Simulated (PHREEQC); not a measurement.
Consider water at 30 °C with 9.8 mmol/kgw HCl, 0.086 mmol/kgw ZnSO4 and 0.16 mmol/kgw MgSO4. Closed to the air; pH follows from the charge balance.

Model: ion-association model, wateq4f.dat, run in PHREEQC.

The ionic strength comes out as 0.0106 mol/kgw. What activity coefficients do Mg+2, H+, Zn+2, SO4-2, ZnCl+ get?

Mg+2 0.67, H+ 0.91, Zn+2 0.67, SO4-2 0.66, ZnCl+ 0.90.

This is a speciation only: nothing precipitates in the calculation. Species that the database lacks are ignored.
